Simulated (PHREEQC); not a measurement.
Synthetic water in mg/kgw, 62 °C, pH 4.19, pe 12:

```json
[
 {"constituent": "Na", "mg/kgw": "167"},
 {"constituent": "K", "mg/kgw": "124"},
 {"constituent": "Ca", "mg/kgw": "332"},
 {"constituent": "Mg", "mg/kgw": "200"},
 {"constituent": "Cl", "mg/kgw": "360"},
 {"constituent": "S(6) as SO4", "mg/kgw": "1610"},
 {"constituent": "Li", "mg/kgw": "1.36"},
 {"constituent": "Al", "mg/kgw": "1.78"},
 {"constituent": "N(5) as NO3", "mg/kgw": "2.52"},
 {"constituent": "B", "mg/kgw": "1.77"}
]
```

Cl is adjusted to close the charge balance.
Valence states are taken as typed.

The numbers come from PHREEQC with the ion-association model, wateq4f.dat.

```json
[
 {"quantity": "ionic strength (mol/kgw)", "before": "0.0485", "after": "0.0418"},
 {"quantity": "SO4-2 (mol/kgw)", "before": "0.00934", "after": "0.0107"},
 {"quantity": "Ca+2 (mol/kgw)", "before": "0.00552", "after": "0.00509"},
 {"quantity": "MgSO4 (mol/kgw)", "before": "0.00418", "after": "0.00232"},
 {"quantity": "Mg+2 (mol/kgw)", "before": "0.00404", "after": "0.00180"},
 {"quantity": "K+ (mol/kgw)", "before": "0.00302", "after": "0.00299"},
 {"quantity": "SI of Gypsum (CaSO4:2H2O)", "before": "-0.33", "after": "-0.27"},
 {"quantity": "SI of Boehmite (AlOOH)", "before": "+0.49", "after": "+0.44"}
]
```

Q: What was changed between the two runs?
A. Mg from 200 to 100 mg/kgw
B. all concentrations times 4 at the same typed pH
C. Li from 1.36 to 0.68 mg/kgw

A: A, Mg from 200 to 100 mg/kgw

Precipitation was switched off in this run. Some of these states are supersaturated (in Boehmite (slow to form), Gibbsite (slow to form), for instance). Constants without temperature data keep their 25 °C values here.
